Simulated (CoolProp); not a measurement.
A single-stage vapour-compression cycle with R125: evaporating at 204.15 K (dew point), condensing at 272.15 K (bubble point), superheat 8 K, subcooling 2 K, compressor efficiency 0.6, no pressure losses. Each further row changes one setting.

Model: reference Helmholtz-energy equation of state, Lemmon 2005, in CoolProp.

```
case                              cooling COP  pressure ratio  discharge temperature (K)  refrigerating effect (kJ/kg)  volumetric capacity (kJ/m³)
--------------------------------  -----------  --------------  -------------------------  ----------------------------  ---------------------------
as stated                                1.27            20.3                      330.0                           104                          231
evaporating temperature 209.15 K         1.44            15.0                      324.1                           107                          315
condensing temperature 267.15 K          1.42            17.3                      323.4                           110                          245
subcooling 7 K                           1.34            20.3                      330.0                           110                          245
superheat 18 K                           1.28            20.3                      342.0                           111                          234
compressor efficiency 0.5                1.05            20.3                      348.5                           104                          231
```
